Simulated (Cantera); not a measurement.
# Premixed flame

A freely propagating, adiabatic, planar premixed flame of C₂H₄ : O₂ : N₂ : H₂O = 1 : 2 : 7.52 : 1.4 (molar parts), equivalence ratio 1.5, unburnt at 350 K and 24000 Pa; mixture-averaged transport, grid criteria slope 0.08 and curve 0.16, no radiation.

Cantera simulation using GRI-Mech 3.0 (53 species, 325 reactions); the numbers are that mechanism's predictions, not measurements. GRI-Mech 3.0 was tuned for natural gas; its chemistry of ethylene as a main component is partial and can be far from experiment. Burning velocities carry a grid error of a few per cent, more on coarse grids.

```json
[
 {"z (mm)": "-3.69", "T (K)": "350", "u (m/s)": "0.798", "x C₂H₄": "0.0838", "x O₂": "0.168", "x H₂O": "0.117", "x CH₂": "<1e-8", "x NO₂": "<1e-8", "x CH₃": "<1e-8"},
 {"z (mm)": "-2.46", "T (K)": "350", "u (m/s)": "0.800", "x C₂H₄": "0.0837", "x O₂": "0.167", "x H₂O": "0.117", "x CH₂": "<1e-8", "x NO₂": "<1e-8", "x CH₃": "<1e-8"},
 {"z (mm)": "-1.84", "T (K)": "352", "u (m/s)": "0.805", "x C₂H₄": "0.0835", "x O₂": "0.167", "x H₂O": "0.117", "x CH₂": "<1e-8", "x NO₂": "<1e-8", "x CH₃": "<1e-8"},
 {"z (mm)": "-1.23", "T (K)": "370", "u (m/s)": "0.854", "x C₂H₄": "0.0826", "x O₂": "0.165", "x H₂O": "0.117", "x CH₂": "<1e-8", "x NO₂": "1.03e-8", "x CH₃": "8.81e-8"},
 {"z (mm)": "-0.615", "T (K)": "654", "u (m/s)": "1.55", "x C₂H₄": "0.0716", "x O₂": "0.142", "x H₂O": "0.133", "x CH₂": "1.43e-7", "x NO₂": "1.03e-7", "x CH₃": "6.91e-5"},
 {"z (mm)": "-0.307", "T (K)": "1038", "u (m/s)": "2.51", "x C₂H₄": "0.0504", "x O₂": "0.107", "x H₂O": "0.156", "x CH₂": "5.30e-6", "x NO₂": "3.17e-8", "x CH₃": "0.000698"},
 {"z (mm)": "0", "T (K)": "1406", "u (m/s)": "3.47", "x C₂H₄": "0.0237", "x O₂": "0.0663", "x H₂O": "0.179", "x CH₂": "3.25e-5", "x NO₂": "<1e-8", "x CH₃": "0.00148"},
 {"z (mm)": "0.307", "T (K)": "1654", "u (m/s)": "4.14", "x C₂H₄": "0.00641", "x O₂": "0.0358", "x H₂O": "0.195", "x CH₂": "7.70e-5", "x NO₂": "<1e-8", "x CH₃": "0.00143"},
 {"z (mm)": "0.615", "T (K)": "1795", "u (m/s)": "4.52", "x C₂H₄": "0.000998", "x O₂": "0.0177", "x H₂O": "0.202", "x CH₂": "7.06e-5", "x NO₂": "<1e-8", "x CH₃": "0.000807"},
 {"z (mm)": "1.23", "T (K)": "1896", "u (m/s)": "4.76", "x C₂H₄": "9.60e-6", "x O₂": "0.00405", "x H₂O": "0.203", "x CH₂": "1.52e-5", "x NO₂": "<1e-8", "x CH₃": "0.000135"},
 {"z (mm)": "2.46", "T (K)": "1925", "u (m/s)": "4.81", "x C₂H₄": "<1e-8", "x O₂": "0.000685", "x H₂O": "0.197", "x CH₂": "4.52e-7", "x NO₂": "<1e-8", "x CH₃": "3.78e-6"},
 {"z (mm)": "4.92", "T (K)": "1936", "u (m/s)": "4.83", "x C₂H₄": "<1e-8", "x O₂": "0.000432", "x H₂O": "0.194", "x CH₂": "<1e-8", "x NO₂": "<1e-8", "x CH₃": "1.36e-8"},
 {"z (mm)": "9.84", "T (K)": "1947", "u (m/s)": "4.85", "x C₂H₄": "<1e-8", "x O₂": "0.000339", "x H₂O": "0.194", "x CH₂": "<1e-8", "x NO₂": "<1e-8", "x CH₃": "<1e-8"}
]
```
x: mole fraction of selected species; z is measured from the peak of heat release.

```
Property                     Result
------------------------  ---------
laminar burning velocity  79.7 cm/s
thermal thickness           1.23 mm
peak x(CH₂)                 8.17e-5
peak x(CH₃)                 0.00159
grid points                     150
```
